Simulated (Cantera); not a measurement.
Transport properties of process gases

Gas mixture: 80.9 % CH4, 13.5 % NH3, 5.66 % N2, at 0.132 atm, frozen composition.

Cantera's kinetic-theory transport with the Lennard-Jones parameters of GRI-Mech 3.0, ideal gas; thermal conductivity in the multicomponent form. Polar gases are described roughly by these parameters. The composition is frozen, though it would react at the higher temperatures.

```tsv
T (K)	ρ (kg/m³)	cp (J/kg/K)	μ (µPa s)	λ (mW/m/K)	Pr	D (cm²/s) CH3	D (cm²/s) N2	D (cm²/s) OH
400	0.0676	2352	14.9	49.3	0.710	2.94	2.85	4.19
650	0.0416	3152	21.6	94.9	0.717	6.91	6.61	9.66
900	0.0300	3842	27.2	145	0.722	12.0	11.5	16.7
1150	0.0235	4411	32.3	196	0.725	18.2	17.3	25.2
1400	0.0193	4842	36.9	246	0.727	25.3	24.0	35.0
1650	0.0164	5176	41.2	293	0.728	33.3	31.6	45.9
1900	0.0142	5435	45.2	337	0.729	42.1	40.0	58.1
2150	0.0126	5640	49.1	379	0.729	51.7	49.1	71.3
```
D: mixture-averaged diffusion coefficient of that species in the mixture.
